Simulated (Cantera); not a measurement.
Reactions in the system Cr-H-N-O

Source: NASA polynomial tables (part measured, part estimated), evaluated in Cantera. Values are per mole of reaction as written; species without (g) are pure solids or liquids, kept so even where they would boil at 1 bar.

6 NH₃(g) + 7 CrO₃(g) → 9 H₂O(g) + 6 NO₂(g) + 7 Cr

```csv
T (K),ΔH° (kJ),ΔS° (J/K),ΔG° (kJ),log10 K,condensed phases
673,368.7,320.4,153.1,-11.88,Cr(s)
873,371.6,324.1,88.6,-5.30,Cr(s)
1073,376.0,328.6,23.4,-1.14,Cr(s)
1273,384.6,335.9,-43.0,1.77,Cr(s)
1473,398.6,346.1,-111.2,3.94,Cr(s)
1673,418.8,358.9,-181.6,5.67,Cr(s)
1873,445.5,373.9,-254.9,7.11,Cr(s)
2073,479.1,391.0,-331.3,8.35,Cr(s)
2273,645.8,469.1,-420.4,9.66,Cr(l)
2473,663.7,476.6,-515.0,10.88,Cr(l)
2673,682.4,483.9,-611.1,11.94,Cr(l)
```
